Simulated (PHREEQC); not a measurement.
Make-up at 25 °C: 0.029 mol/kgw HF, 0.016 mol/kgw NaF, 0.0001 mol/kgw (NH4)2SiF6 and 0.0012 mol/kgw H2SO4. Closed to the air; pH follows from the charge balance.

All values are PHREEQC results (ion-association model, wateq4f.dat), not measurements.

Task: The ionic strength comes out as 0.0188 mol/kgw. What activity coefficients do NH4+, SO4-2, SiF6-2, NaSO4-, HF2- get?

Result: NH4+ 0.87, SO4-2 0.59, SiF6-2 0.59, NaSO4- 0.88, HF2- 0.87.

Precipitation was switched off in this run. Complexes and solids missing from the database can't appear. wateq4f.dat counts part of the HF as a dimer, H2F2, which phreeqc.dat doesn't know; its constant is uncertain. SiF6-2 is the database's only silicon fluoride.
